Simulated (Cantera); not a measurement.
# Ammonia decomposition in nitride growth gas

An isothermal, constant-pressure homogeneous reactor starts with 27.0 % NH₃, 73.0 % N₂, at 2200 K and 1.00 bar.

Computed with Cantera and the gas-phase N/H chemistry of the illustrative SiF4/NH3 mechanism in the Surface Chemkin manual (1991). Walls and surfaces, which speed up NH3 decomposition in real reactors, are not modelled.

```csv
t (s),x NH₃,x N,x H,x H₂,x NH₂,x N₂H₂
6.00e-5,0.267,1.22e-7,9.03e-6,0.00207,0.00166,3.07e-6
0.000217,0.259,5.28e-7,3.05e-5,0.0117,0.00172,3.92e-6
0.000785,0.232,1.62e-6,8.86e-5,0.0441,0.00137,3.26e-6
0.00284,0.159,2.93e-6,0.000252,0.131,0.000930,2.00e-6
0.0103,0.0467,3.49e-6,0.000700,0.263,0.000382,4.84e-7
0.0371,0.000999,2.30e-6,0.00252,0.316,2.46e-5,5.27e-9
0.134,3.95e-5,1.84e-7,0.00319,0.317,1.23e-6,1.81e-11
0.485,8.58e-6,4.01e-8,0.00319,0.317,2.67e-7,2.73e-12
1.75,2.87e-6,1.34e-8,0.00319,0.317,8.93e-8,2.06e-12
6.34,2.19e-6,1.02e-8,0.00319,0.317,6.82e-8,2.03e-12
22.9,2.19e-6,1.02e-8,0.00319,0.317,6.81e-8,2.02e-12
83.0,2.19e-6,1.02e-8,0.00319,0.317,6.81e-8,2.02e-12
300,2.19e-6,1.02e-8,0.00319,0.317,6.81e-8,2.02e-12
```
x: mole fraction; the columns are a selection and need not sum to one.

Equilibrium at this temperature and pressure: NH₃ 2.19e-6, N 1.02e-8, H 0.00319, H₂ 0.317, NH₂ 6.81e-8, N₂H₂ 2.02e-12 (gas phase only).
